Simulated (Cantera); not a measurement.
Feed: 1 mol KOH, 0.88 mol C, 18 mol O₂, held at 1050 K and 13.3 mbar.

Method: chemical equilibrium by Gibbs-energy minimisation in Cantera with the NASA 1993 tables (ideal gas, pure condensed phases). Candidate condensed phases: C, C₆H₆, C₇H₈, C₈H₁₈, H₂O, K, KOH, KO₂, K₂CO₃, K₂O, K₂O₂; 116 gas species. Equilibrium is a limit: real reactors are often held back by kinetics, nucleation or transport.

Base state: O₂ 0.950, H₂O 0.0269, CO₂ 0.0219, KOH 0.00162 (mole fractions); condensed: K₂CO₃(s).

### Question
What changes in the equilibrium state with this change: temperature from 1050 K to 1148.15 K?

### Answer
```tsv
species	before	after
O₂	0.950	0.937
CO₂	0.0219	0.0280
H₂O	0.0269	0.0202
KOH	0.00162	0.0143
K₂(OH)₂	1.32e-6	1.55e-5
K₂CO₃(s), mol	0.485	0.369
```

### Question
What changes in the equilibrium state with this change: temperature from 1050 K to 1400 K?

### Answer
| species | before | after |
|---|---|---|
| O₂ | 0.950 | 0.900 |
| KOH | 0.00162 | 0.0495 |
| CO₂ | 0.0219 | 0.0462 |
| H₂O | 0.0269 | 0.00151 |
| K | 8.21e-8 | 0.00295 |
| KO | 3.76e-9 | 7.96e-5 |
| OH | 6.49e-7 | 1.60e-5 |
| K₂CO₃(s), mol | 0.485 | 0 |

### Question
What changes in the equilibrium state with this change: temperature from 1050 K to 2148.15 K?

### Answer
```csv
species,before,after
O₂,0.950,0.864
CO₂,0.0219,0.0427
K,8.21e-8,0.0425
O,5.64e-9,0.0155
H₂O,0.0269,0.0177
CO,<1e-9,0.00166
H,<1e-9,0.000420
"K₂CO₃(s), mol",0.485,0
```
